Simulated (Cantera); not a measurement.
Input (Python, Cantera) and output of one run.

```python
import numpy as np
import cantera as ct

gas_names = """
    B BH BH2 BH3 BN BO BO2 B2 B2O B2O2 B2O3 B3O3H3 H HBO HBO2 HNO HNO2 HNO3 HO2 H2 H2O H2O2 H3B3O6 N NH
    NH2 NH3 NH2OH NO NO2 NO3 N2 N2H2 N2H4 N2O O OH O2 O3
""".split()
cond_names = """
    B(b) B(L) BN(s) B2O3(L) B3O3H3(cr) H2O(s) H2O(L)
""".split()


# ... load() reads the species with a 1 bar reference pressure and builds the phases ...
atoms = {
    'borazine': {'B': 3, 'N': 3, 'H': 6},
    'O2': {'O': 2},
    'N2': {'N': 2},
}
top_T = {'BN(s)': 3200}  # K; cautious upper limits of use, not melting points


# ... equilibrate(T, P, feed) seeds the gas with the atoms and calls Mixture.equilibrate('TP', solver="vcs", rtol=1e-11, max_steps=5000) ...
results = []
feed = {'borazine': 1, 'O2': 0.15, 'N2': 24}  # mol
T = 925  # K
P = 45000  # Pa
mix = equilibrate(T, P, feed)
results.append((T, P, feed, dict(zip(mix.species_names, mix.species_moles))))
print(gas.report(threshold=0.001))
for i in range(1, mix.n_phases):
    print(f"{mix.phase(i).name:16s} {mix.phase_moles(i):12.5e} mol")
```

Result:

```
       temperature   925 K
          pressure   45000 Pa
           density   0.14715 kg/m^3
  mean mol. weight   25.149 kg/kmol
   phase of matter   gas

                          1 kg             1 kmol
                     ---------------   ---------------
          enthalpy         7.463e+05        1.8768e+07  J
   internal energy        4.4048e+05        1.1077e+07  J
           entropy            9083.3        2.2843e+05  J/K
    Gibbs function       -7.6558e+06       -1.9253e+08  J
 heat capacity c_p            1274.1             32041  J/K
 heat capacity c_v            943.44             23726  J/K

                      mass frac. Y      mole frac. X     chem. pot. / RT
                     ---------------   ---------------   ---------------
                H2         0.0088103            0.1099           -20.322
                N2            0.9906           0.88928            -25.58
     [  +37 minor]        0.00059054        0.00082091

B(b)              0.00000e+00 mol
BN(s)             2.81455e+00 mol
B2O3(L)           9.26947e-02 mol
B3O3H3(cr)        0.00000e+00 mol
```

Method: chemical equilibrium by Gibbs-energy minimisation in Cantera with the NASA 1993 tables (ideal gas, pure condensed phases). The feed counts by its element totals alone. Gases not in the tables: H3BO3.
